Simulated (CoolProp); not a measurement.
Sulfur hexafluoride along the isotherm 228.6 K: Z from the reference equation and from simpler models built on Tc = 318.7 K, pc = 3.755 MPa, ω = 0.210; each cubic takes its own stable root.

Values from CoolProp's reference Helmholtz-energy equation of state, Guder 2009.

```json
[
 {"p (MPa)": "0.125", "phase": "gas", "reference": "0.9662"},
 {"p (MPa)": "0.25", "phase": "gas", "reference": "0.9295"},
 {"p (MPa)": "0.375", "phase": "liquid", "reference": "0.01583"},
 {"p (MPa)": "0.501", "phase": "liquid", "reference": "0.02114"},
 {"p (MPa)": "0.626", "phase": "liquid", "reference": "0.02640"},
 {"p (MPa)": "0.751", "phase": "liquid", "reference": "0.03166"},
 {"p (MPa)": "0.876", "phase": "liquid", "reference": "0.03692"},
 {"p (MPa)": "1", "phase": "liquid", "reference": "0.04213"},
 {"p (MPa)": "1.13", "phase": "liquid", "reference": "0.04759"},
 {"p (MPa)": "1.25", "phase": "liquid", "reference": "0.05262"},
 {"p (MPa)": "1.38", "phase": "liquid", "reference": "0.05807"},
 {"p (MPa)": "1.5", "phase": "liquid", "reference": "0.06310"},
 {"p (MPa)": "1.63", "phase": "liquid", "reference": "0.06854"},
 {"p (MPa)": "1.75", "phase": "liquid", "reference": "0.07356"},
 {"p (MPa)": "1.88", "phase": "liquid", "reference": "0.07899"}
]
```

Task: How far does each simpler model (van der Waals, Redlich-Kwong, Soave-Redlich-Kwong, Peng-Robinson) lie from the reference over these 15 states: mean and median of the absolute difference, and the worst?

Result: 
- van der Waals: mean 1085.6 %, median 56.1 %, worst +5781.9 % at 228.6 K and 0.375 MPa
- Redlich-Kwong: mean 381.7 %, median 7.9 %, worst +5628.4 % at 228.6 K and 0.375 MPa
- Soave-Redlich-Kwong: mean 4.0 %, median 4.5 %, worst +4.7 % at 228.6 K and 0.375 MPa
- Peng-Robinson: mean 6.6 %, median 7.6 %, worst -7.8 % at 228.6 K and 1.88 MPa

At some of these states van der Waals, Redlich-Kwong gives the other phase, because its saturation line lies elsewhere.
